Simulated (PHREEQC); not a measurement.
**Polishing slurry liquid: an equilibrium model**

Consider water at 25 °C with 0.72 mol/kgw KOH and 0.12 mol/kgw KNO3. Closed to the air; pH follows from the charge balance.

All values are PHREEQC results (ion-association model, wateq4f.dat), not measurements.

Each row changes one thing in this solution. This is a speciation only: nothing precipitates in the calculation.

```json
[
 {"case": "as made", "pH": "13.64", "ionic strength (mol/kgw)": "0.840"},
 {"case": "temperature from 25 to 80 °C", "pH": "12.23", "ionic strength (mol/kgw)": "0.840"},
 {"case": "KNO3 from 0.12 to 0.012 mol/kgw", "pH": "13.65", "ionic strength (mol/kgw)": "___"},
 {"case": "KOH replaced by KHCO3 at the same molality", "pH": "___", "ionic strength (mol/kgw)": "___"},
 {"case": "temperature from 25 to 45 °C", "pH": "___", "ionic strength (mol/kgw)": "0.840"}
]
```

Problem. Complete the blanks.

Solution. 
- KNO3 from 0.12 to 0.012 mol/kgw, ionic strength (mol/kgw): 0.732
- KOH replaced by KHCO3 at the same molality, pH: 7.95
- KOH replaced by KHCO3 at the same molality, ionic strength (mol/kgw): 0.850
- temperature from 25 to 45 °C, pH: 13.04

The ionic strength passes 0.7 mol/kgw, the rough limit of the ion-association models, in every such run. Constants without temperature data keep their 25 °C values here.
